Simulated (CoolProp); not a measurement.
Vapour-liquid equilibrium of R125 (1) + R1234yf (2) at 637 kPa; x and y are mole fractions of (1).

Model: multi-fluid Helmholtz-energy mixture model, Lemmon 2005 and Lemmon 2022; pair parameters Bell 2023, in CoolProp.

| x | bubble temperature (°C) | y at the bubble point | dew temperature at overall composition x (°C) | liquid density (mol/L) |
|---|---|---|---|---|
| 0.05 | [?] | 0.086 | 21.6 | 9.722 |
| 0.125 | 18.5 | 0.204 | 20.1 | 9.827 |
| 0.2 | 16.3 | 0.311 | 18.6 | 9.930 |
| 0.275 | 14.2 | 0.407 | [?] | [?] |
| 0.35 | 12.2 | 0.494 | 15.4 | [?] |
| 0.425 | 10.3 | 0.573 | 13.8 | 10.23 |
| 0.5 | 8.5 | 0.646 | 12.0 | 10.34 |
| 0.575 | 6.8 | 0.712 | 10.2 | 10.44 |
| 0.65 | 5.1 | 0.773 | 8.4 | 10.54 |
| 0.725 | [?] | 0.829 | 6.4 | 10.65 |
| 0.8 | 2.1 | 0.880 | 4.4 | 10.76 |
| 0.875 | 0.7 | [?] | [?] | 10.87 |
| 0.95 | -0.7 | 0.972 | 0.0 | 10.98 |

What belongs in the gaps?


- 0.05, bubble temperature (°C): 20.9
- 0.275, dew temperature at overall composition x (°C): 17.0
- 0.275, liquid density (mol/L): 10.03
- 0.35, liquid density (mol/L): 10.13
- 0.725, bubble temperature (°C): 3.6
- 0.875, y at the bubble point: 0.928
- 0.875, dew temperature at overall composition x (°C): 2.2

No azeotrope shows between x = 0.05 and 0.95.

The pair parameters rest on a limited set of measurements; away from them the model extrapolates.
